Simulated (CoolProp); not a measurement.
Model: reference Helmholtz-energy equation of state, Wagner 2002, in CoolProp.

Task: For water, give the phase and the cv (kJ/(kg K)), viscosity (µPa s), Prandtl number at 548.1 K and 0.643 MPa.

Result: 
- 548.1 K and 0.643 MPa: gas; cv 1.58, viscosity 19.2, Prandtl number 0.958

Viscosity comes from a separate model (Huber 2009). Thermal conductivity comes from a separate model (Huber 2012).
